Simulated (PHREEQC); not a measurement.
Solution (25 °C): 0.0035 mol/kgw NH4F and 5.6e-06 mol/kgw Na2SiF6. Closed to the air; pH follows from the charge balance.

The numbers come from PHREEQC with the ion-association model, phreeqc.dat.

This is a speciation only: nothing precipitates in the calculation.

### Question
Predict the pH.

### Answer
pH 5.42.

SiF6-2 is the database's only silicon fluoride.
